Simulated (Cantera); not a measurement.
A closed system holds: 1 mol Si2Cl6, 0.31 mol HCl, 170 mol H2, held at 0.0100 bar.

Method: chemical equilibrium by Gibbs-energy minimisation in Cantera with the NASA 1993 tables (ideal gas, pure condensed phases). Candidate condensed phases: Si; 19 gas species. The feed counts by its element totals alone. Equilibrium is a limit: real reactors are often held back by kinetics, nucleation or transport.

Over these rows the condensed part is Si(s). Partial pressures as log10 of bar:

```tsv
T (K)	1000/T (1/K)	log p SiHCl3	log p H2	log p HCl
1098	0.9107	-5.21	-2.01	-3.58
1148	0.8711	-5.52	-2.01	-3.54
1198	0.8347	-5.87	-2.01	-3.52
1248	0.8013	-6.22	-2.01	-3.51
1298	0.7704	-6.56	-2.01	-3.51
1348	0.7418	?	-2.01	-3.51
```

Task: Fit log p(SiHCl3) = a + b·(1000/T) to the five rows, give the apparent enthalpy, and predict the row at 1348 K.

Result: Means: 1000/T = 0.8376, log p = -5.876. Sxy = 0.119045, Sxx = 0.0123078, so b = 9.67 and a = -5.876 − (9.67)×0.8376 = -13.98.
Apparent enthalpy: −19.145 × (9.67) = -185 kJ/mol. With the condensed phases at unit activity, Si(s) + 3 HCl(g) = SiHCl3(g) + H2(g) links this pressure to the main gases: over the six rows their terms move log p by +0.21 in all, so the slope isn't that reaction's ΔH° alone. The five rows lie within 0.04 of the line.
Prediction at 1348 K: -13.98 + (9.67)×0.7418 = -6.81. The computed value is -6.88, 0.07 from the line.
